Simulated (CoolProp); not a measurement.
Model: reference Helmholtz-energy equation of state, Akasaka 2023, in CoolProp.

Q: For R1336mzz(E), give the phase and the density (kg/m³), cv (kJ/(kg K)), speed of sound (m/s), expansivity (1/kK) at 266.7 K and 3.81 MPa; 314.5 K and 3.81 MPa.

A: 
- 266.7 K and 3.81 MPa: liquid; density 1420, cv 0.868, speed of sound 738, expansivity 1.78
- 314.5 K and 3.81 MPa: liquid; density 1290, cv 0.889, speed of sound 527, expansivity 2.39
